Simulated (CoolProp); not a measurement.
A single-stage vapour-compression cycle with the fluid: evaporating at 243.15 K (dew point), condensing at 309.15 K (bubble point), superheat 8 K, subcooling 5 K, compressor efficiency 0.6, no pressure losses. The same conditions are run with several fluids, on thermodynamics alone (safety and materials aside).

Values from CoolProp's reference Helmholtz-energy equation of state of each fluid (cis-2-butene: Lemmon 2005; R410A: Lemmon 2003; dimethyl ether: Wu 2011; c-C4F8 (RC318): Platzer 1990; propylene: Lemmon 2013; isobutane: Bücker 2006). The equations of Platzer and Polt are older, rougher fits. Blends and air are pseudo-pure fits.

Task: Rank cis-2-butene, R410A, dimethyl ether, c-C4F8 (RC318), propylene, isobutane by cooling COP, highest first.

Result: cis-2-butene (1.80), dimethyl ether (1.76), isobutane (1.71), propylene (1.65), R410A (1.58), c-C4F8 (RC318) (1.46)

| fluid | pressure ratio | discharge temperature (K) | refrigerating effect (kJ/kg) | volumetric capacity (kJ/m³) |
|---|---|---|---|---|
| cis-2-butene | 13.2 | 375.2 | 324 | 200 |
| R410A | 8.16 | 389.5 | 167 | 1680 |
| dimethyl ether | 9.97 | 386.7 | 340 | 619 |
| c-C4F8 (RC318) | 13.2 | 316.8 | 66.2 | 214 |
| propylene | 7.11 | 370.2 | 279 | 1260 |
| isobutane | 10.2 | 346.2 | 252 | 335 |
